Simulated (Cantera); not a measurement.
**Pyrogenic steam for wet oxidation**

An isothermal, constant-pressure homogeneous reactor starts with 27.9 % H2, 32.4 % O2, 38.9 % N2, 0.843 % H2O, equivalence ratio 0.43, at 923 K and 0.128 atm.

Cantera simulation using GRI-Mech 3.0 (53 species, 325 reactions); the numbers are that mechanism's predictions, not measurements. Radical loss at walls, strong at low pressure, is not modelled. Below about 950 K walls govern HO2 and H2O2 in real vessels. The temperature is held fixed by assumption; the heat of reaction is taken as removed at once.

```csv
t (s),x H2,x O2,x O,x OH,x H,x H2O2
0.000800,0.279,0.324,1.71e-6,4.97e-7,9.51e-6,2.90e-9
0.00163,0.0663,0.239,0.00260,0.00222,0.0132,5.67e-6
0.00333,0.0165,0.221,0.000163,0.000135,0.000143,5.94e-6
0.00679,0.0110,0.219,4.26e-5,3.62e-5,2.46e-5,1.25e-5
0.0139,0.00867,0.218,1.17e-5,1.00e-5,5.38e-6,2.61e-5
0.0283,0.00761,0.218,3.42e-6,2.88e-6,1.39e-6,4.95e-5
0.0577,0.00677,0.217,2.24e-6,1.95e-6,8.49e-7,7.57e-5
0.118,0.00560,0.217,1.73e-6,1.64e-6,5.94e-7,9.43e-5
0.240,0.00404,0.216,1.27e-6,1.39e-6,3.67e-7,9.01e-5
0.490,0.00234,0.215,8.08e-7,1.13e-6,1.76e-7,6.01e-5
1.00,0.000990,0.215,3.77e-7,8.43e-7,5.67e-8,2.44e-5
```
x: mole fraction; the columns are a selection and need not sum to one.

Equilibrium at this temperature and pressure: H2 1.46e-11, O2 0.215, O 1.61e-11, OH 6.91e-8, H <1e-12, H2O2 5.40e-11 (gas phase only).
